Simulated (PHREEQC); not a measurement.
Solution (15 °C): 0.76 mol NaBr, 0.47 mol K2SO4 and 0.86 mol NaCl per kg of water. Closed to the air; pH follows from the charge balance.

Equilibrium calculation in PHREEQC: Pitzer model, pitzer.dat.

### Question
The ionic strength comes out as 3.03 mol/kgw. What activity coefficients do Cl-, SO4-2, Br-, Na+, K+ get?

### Answer
Cl- 0.56, SO4-2 0.027, Br- 0.59, Na+ 0.61, K+ 0.51. Single-ion values are on the MacInnes scale.

This is a speciation only: nothing precipitates in the calculation. Species that the database lacks are ignored.
